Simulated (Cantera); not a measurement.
Charge: 1 mol ZrO2, 6.1 mol H2, 20 mol N2, held at 1200 Torr.

Cantera equilibrium calculation (NASA polynomials, part measured and part estimated; ideal gas, pure solids and liquids). Candidate condensed phases: H2O, Zr, ZrN, ZrO2; 28 gas species. Mutual solubility and eutectic melting of coexisting phases are not modelled. ZrN: taken at fixed stoichiometry. Condensed phases not in the tables: solid solutions among these carbides, nitrides and lower oxides. Kinetics and transport are ignored.

x: gas mole fraction; n: condensed amount in mol.

```json
[
 {"T (°C)": "1002", "x N2": "0.766", "x H2": "0.234", "x H": "2.82e-7", "x H2O": "1.38e-6", "n ZrO2(monoclinic)": "1.000", "n ZrO2(tetragonal)": "0", "n ZrN(s)": "0"},
 {"T (°C)": "1077", "x N2": "0.766", "x H2": "0.234", "x H": "9.11e-7", "x H2O": "2.51e-6", "n ZrO2(monoclinic)": "1.000", "n ZrO2(tetragonal)": "0", "n ZrN(s)": "0"},
 {"T (°C)": "1152", "x N2": "0.766", "x H2": "0.234", "x H": "2.61e-6", "x H2O": "4.28e-6", "n ZrO2(monoclinic)": "1.000", "n ZrO2(tetragonal)": "0", "n ZrN(s)": "0"},
 {"T (°C)": "1227", "x N2": "0.766", "x H2": "0.234", "x H": "6.73e-6", "x H2O": "6.89e-6", "n ZrO2(monoclinic)": "0", "n ZrO2(tetragonal)": "1.000", "n ZrN(s)": "0"},
 {"T (°C)": "1302", "x N2": "0.766", "x H2": "0.234", "x H": "1.59e-5", "x H2O": "1.05e-5", "n ZrO2(monoclinic)": "0", "n ZrO2(tetragonal)": "1.000", "n ZrN(s)": "0.000137"},
 {"T (°C)": "1377", "x N2": "0.766", "x H2": "0.234", "x H": "[?]", "x H2O": "[?]", "n ZrO2(monoclinic)": "0", "n ZrO2(tetragonal)": "1.000", "n ZrN(s)": "[?]"},
 {"T (°C)": "1452", "x N2": "0.766", "x H2": "0.234", "x H": "[?]", "x H2O": "[?]", "n ZrO2(monoclinic)": "0", "n ZrO2(tetragonal)": "1.000", "n ZrN(s)": "[?]"},
 {"T (°C)": "1527", "x N2": "0.766", "x H2": "0.234", "x H": "0.000137", "x H2O": "3.00e-5", "n ZrO2(monoclinic)": "0", "n ZrO2(tetragonal)": "1.000", "n ZrN(s)": "0.000392"},
 {"T (°C)": "1602", "x N2": "0.766", "x H2": "0.234", "x H": "0.000250", "x H2O": "4.02e-5", "n ZrO2(monoclinic)": "0", "n ZrO2(tetragonal)": "0.999", "n ZrN(s)": "0.000525"},
 {"T (°C)": "1677", "x N2": "0.766", "x H2": "0.233", "x H": "0.000438", "x H2O": "5.28e-5", "n ZrO2(monoclinic)": "0", "n ZrO2(tetragonal)": "0.999", "n ZrN(s)": "0.000689"},
 {"T (°C)": "1752", "x N2": "0.766", "x H2": "0.233", "x H": "0.000735", "x H2O": "6.78e-5", "n ZrO2(monoclinic)": "0", "n ZrO2(tetragonal)": "0.999", "n ZrN(s)": "0.000886"}
]
```

Question: What belongs in the gaps?

Answer: 
- 1452, x H: 7.10e-5
- 1452, x H2O: 2.18e-5
- 1452, n ZrN(s): 0.000285
- 1377, x H: 3.47e-5
- 1377, x H2O: 1.54e-5
- 1377, n ZrN(s): 0.000201
